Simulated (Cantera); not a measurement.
Input: 1 mol H2O, 3 mol O2, 5.2 mol H2, equilibrated at 1573 K and 0.000100 bar.

Equilibrium computed with Cantera from the NASA thermochemical tables; the gas is ideal and each condensed phase is pure. Candidate condensed phases: H2O; 9 gas species. The numbers say what is thermodynamically allowed, not how fast it happens.

Base state: H2O 0.934, O2 0.0605, OH 0.00321, H2 0.00182, O 0.000257, H 0.000174 (mole fractions); condensed: gas only.

Question: What changes in the equilibrium state with this change: H2O replaced by S?

Answer: 
```tsv
species	before	after
H2O	0.934	0.659
H2	0.00182	0.178
SO2	0	0.150
O2	0.0605	3.15e-6
SO	0	0.00911
S2	0	0.000926
S	0	0.000278
SH	0	0.000274
H2S	0	0.000141
```
Further candidate phases: H2SO4, S.

Question: What changes in the equilibrium state with this change: temperature from 1573 K to 2850 K?

Answer: 
| species | before | after |
|---|---|---|
| H | 0.000174 | 0.634 |
| O | 0.000257 | 0.355 |
| H2 | 0.00182 | 0.00425 |
| H2O | 0.934 | 8.69e-5 |
| O2 | 0.0605 | 0.00291 |
| OH | 0.00321 | 0.00381 |
